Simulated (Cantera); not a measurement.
Charge: 1 mol Si3N4, 4.3 mol CO2, 610 mol N2, held at 5.30 Pa.

Method: chemical equilibrium by Gibbs-energy minimisation in Cantera with the NASA 1993 tables (ideal gas, pure condensed phases). Candidate condensed phases: C, Si, SiC, SiO2, Si2N2O, Si3N4; 34 gas species. The tables hold silica as quartz up to 1696 K and as liquid above; real silica turns to tridymite and cristobalite and melts near 1996 K. Rates play no part.

**Question.** At 1673 K, list the 4 most abundant gas species with their mole fractions, and the condensed phases.

**Answer.** N2 0.989, CO 0.00572, SiO 0.00399, CO2 0.00123. Condensed: SiO2(β-quartz).
